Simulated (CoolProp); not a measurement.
Vapour-liquid equilibrium of R125 (1) + R115 (2) at 186.3 K; x and y are mole fractions of (1).

Model: multi-fluid Helmholtz-energy mixture model, Lemmon 2005 and Lemmon 2016; pair parameters Bell 2016, in CoolProp.

```json
[
 {"x": "0.05", "bubble pressure, mixture model (kPa)": "7.111", "bubble pressure, Raoult's law (kPa)": "6.415", "y, mixture model": "0.161", "y, Raoult's law": "0.073"},
 {"x": "0.125", "bubble pressure, mixture model (kPa)": "8.083", "bubble pressure, Raoult's law (kPa)": "6.645", "y, mixture model": "0.311", "y, Raoult's law": "0.176"},
 {"x": "0.2", "bubble pressure, mixture model (kPa)": "8.783", "bubble pressure, Raoult's law (kPa)": "6.876", "y, mixture model": "0.406", "y, Raoult's law": "0.271"},
 {"x": "0.275", "bubble pressure, mixture model (kPa)": "9.287", "bubble pressure, Raoult's law (kPa)": "7.106", "y, mixture model": "0.473", "y, Raoult's law": "0.361"},
 {"x": "0.35", "bubble pressure, mixture model (kPa)": "9.651", "bubble pressure, Raoult's law (kPa)": "7.336", "y, mixture model": "0.524", "y, Raoult's law": "0.445"},
 {"x": "0.425", "bubble pressure, mixture model (kPa)": "9.913", "bubble pressure, Raoult's law (kPa)": "7.567", "y, mixture model": "0.565", "y, Raoult's law": "0.524"},
 {"x": "0.5", "bubble pressure, mixture model (kPa)": "10.10", "bubble pressure, Raoult's law (kPa)": "7.797", "y, mixture model": "0.602", "y, Raoult's law": "0.598"},
 {"x": "0.575", "bubble pressure, mixture model (kPa)": "10.23", "bubble pressure, Raoult's law (kPa)": "8.027", "y, mixture model": "0.637", "y, Raoult's law": "0.668"},
 {"x": "0.65", "bubble pressure, mixture model (kPa)": "10.30", "bubble pressure, Raoult's law (kPa)": "8.258", "y, mixture model": "0.674", "y, Raoult's law": "0.735"},
 {"x": "0.725", "bubble pressure, mixture model (kPa)": "10.31", "bubble pressure, Raoult's law (kPa)": "8.488", "y, mixture model": "0.714", "y, Raoult's law": "0.797"},
 {"x": "0.8", "bubble pressure, mixture model (kPa)": "10.24", "bubble pressure, Raoult's law (kPa)": "8.718", "y, mixture model": "0.763", "y, Raoult's law": "0.856"},
 {"x": "0.875", "bubble pressure, mixture model (kPa)": "10.06", "bubble pressure, Raoult's law (kPa)": "8.949", "y, mixture model": "0.827", "y, Raoult's law": "0.913"},
 {"x": "0.95", "bubble pressure, mixture model (kPa)": "9.709", "bubble pressure, Raoult's law (kPa)": "9.179", "y, mixture model": "0.916", "y, Raoult's law": "0.966"}
]
```

The largest gap from Raoult's law is +31.6 % in bubble pressure, at x = 0.35. y crosses x between x = 0.65 and 0.725: the model has an azeotrope there.

The pair parameters rest on a limited set of measurements; away from them the model extrapolates.
